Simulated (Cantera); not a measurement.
What does this Cantera script print?

```python
import numpy as np
import cantera as ct

gas_names = """
    Cr CrN CrO CrO2 CrO3 N NO NO2 NO3 N2 N2O O O2 O3
""".split()
cond_names = """
    Cr(cr) Cr(L) CrN(s) Cr2N(s) Cr2O3(s) Cr2O3(L)
""".split()


# ... load() reads the species with a 1 bar reference pressure and builds the phases ...
atoms = {
    'Cr': {'Cr': 1},
    'N2O': {'N': 2, 'O': 1},
    'N2': {'N': 2},
}
top_T = {'CrN(s)': 1900, 'Cr2N(s)': 1900}  # K; cautious upper limits of use, not melting points


# ... equilibrate(T, P, feed) seeds the gas with the atoms and calls Mixture.equilibrate('TP', solver="vcs", rtol=1e-11, max_steps=5000) ...
results = []
feed = {'Cr': 1, 'N2O': 0.1, 'N2': 4.9}  # mol
P = 1400  # Pa
for T in [2173, 2223, 2273, 2323, 2373, 2423, 2473, 2523]:
    mix = equilibrate(T, P, feed)
    results.append((T, P, feed, dict(zip(mix.species_names, mix.species_moles))))

top = {s: max(r[3][s] / sum(r[3][g] for g in gas_names) for r in results) for s in gas_names}
cols = sorted((s for s in top if top[s] > 1e-06), key=lambda s: -top[s])[:6]
seen = [c for c in cond_names if any(r[3].get(c, 0) > 1e-12 for r in results)]
print("log10 of partial pressures in bar; condensed amounts in mol")
print(f"{'T/K':>10s}" + "".join(f"{s[:9]:>10s}" for s in cols + seen))
for T, P, feed, n in results:
    ng = sum(n[g] for g in gas_names)
    print(f"{T:10.4g}" + "".join(f"{np.log10(max(n[s] / ng * P / 1e5, 1e-99)):10.3f}" for s in cols)
          + "".join(f"{n.get(c, 0):10.4g}" for c in seen))
```

Result:

```
log10 of partial pressures in bar; condensed amounts in mol
       T/K        N2        Cr       CrO         O      CrO2        NO  Cr2O3(s)
      2173    -1.930    -2.666    -3.995    -6.897    -5.698    -6.754   0.01835
      2223    -1.932    -2.672    -3.776    -6.418    -5.280    -6.364  0.007861
      2273    -1.933    -2.676    -3.668    -6.062    -5.083    -6.094         0
      2323    -1.933    -2.676    -3.668    -5.829    -5.106    -5.942         0
      2373    -1.933    -2.675    -3.669    -5.607    -5.131    -5.798         0
      2423    -1.933    -2.675    -3.672    -5.395    -5.158    -5.662         0
      2473    -1.933    -2.675    -3.677    -5.195    -5.188    -5.533         0
      2523    -1.934    -2.674    -3.685    -5.005    -5.223    -5.412         0
```

Equilibrium computed with Cantera from the NASA thermochemical tables; the gas is ideal and each condensed phase is pure.
